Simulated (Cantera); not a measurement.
Equilibrium for metals in furnace atmospheres: Pb + NH₃ + H₂

A closed system holds: 1 mol Pb, 4.3 mol NH₃, 7.6 mol H₂, held at 1900 K and 1 atm.

These are equilibrium values from Cantera (NASA tables, ideal gas, pure condensed phases), not measurements of a reactor. Candidate condensed phases: Pb; 11 gas species. Kinetics and transport are ignored.

| Item | Result |
|---|---|
| x(H₂) | 0.816 |
| x(N₂) | 0.125 |
| x(Pb) | 0.0581 |
| x(H) | 0.000712 |
| x(Pb₂) | 2.04e-5 |
| x(NH₃) | 6.33e-6 |
| gas amount | 17.21 mol |
| log10 activity of Pb(l) (absent) | -0.94 |
